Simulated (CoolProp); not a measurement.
Saturation properties of isopentane.

Model: reference Helmholtz-energy equation of state, Lemmon 2006, in CoolProp. It is a short technical equation, of lower accuracy than the large ones.

| T (K) | p (kPa) | liquid density (kg/m³) | vapour density (kg/m³) |
|---|---|---|---|
| 321.2 | ___ | 590.7 | 5.631 |
| 338.6 | 316.4 | 571.2 | 8.984 |
| 356.1 | 491.0 | ___ | ___ |
| 373.6 | 729.2 | 527.3 | 20.51 |
| 391.1 | 1044 | 501.8 | ___ |
| 408.5 | 1447 | 472.7 | ___ |
| 426 | 1960 | 437.4 | 62.75 |
| 443.5 | 2602 | 390.0 | 95.50 |

**Question.** Fill in the missing entries.

**Answer.** 
- 321.2, p (kPa): 194.0
- 356.1, liquid density (kg/m³): 550.2
- 356.1, vapour density (kg/m³): 13.79
- 391.1, vapour density (kg/m³): 29.90
- 408.5, vapour density (kg/m³): 43.10

It boils at 301.0 K under 1 atm.
